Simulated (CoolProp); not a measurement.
Vapour pressure (MPa) of CHF3 (R23): the reference equation beside estimates from Tc = 299.3 K, pc = 4.832 MPa, ω = 0.263. Clausius-Clapeyron is anchored at 152.3 K with a constant enthalpy of vaporisation of 18.81 kJ/mol.

Values from CoolProp's reference Helmholtz-energy equation of state, Penoncello 2003.

| T (K) | reference | Lee-Kesler | Clausius-Clapeyron | Redlich-Kwong |
|---|---|---|---|---|
| 147.4 | 0.003284 | 0.002979 | 0.003305 | 0.008825 |
| 152.3 | 0.005414 | 0.004964 | 0.005414 | 0.01388 |
| 157.2 | 0.008608 | 0.007976 | 0.008601 | 0.02106 |
| 162.1 | 0.01325 | 0.01240 | 0.01329 | 0.03095 |
| 167.1 | 0.01995 | 0.01886 | 0.02017 | 0.04453 |
| 172 | 0.02902 | 0.02768 | 0.02967 | 0.06199 |
| 176.9 | 0.04119 | 0.03962 | 0.04270 | 0.08436 |
| 181.8 | 0.05720 | 0.05546 | 0.06027 | 0.1125 |
| 186.7 | 0.07787 | 0.07605 | 0.08355 | 0.1472 |
| 191.6 | 0.1041 | 0.1023 | 0.1139 | 0.1894 |
| 196.5 | 0.1369 | 0.1353 | 0.1529 | 0.2401 |
| 201.5 | 0.1781 | 0.1770 | 0.2034 | 0.3014 |

Absolute difference from the reference over all 12 rows, mean and median: Lee-Kesler 4.5 and 4.2 %, Clausius-Clapeyron 4.7 and 3.0 %, Redlich-Kwong 113.1 and 109.2 %.
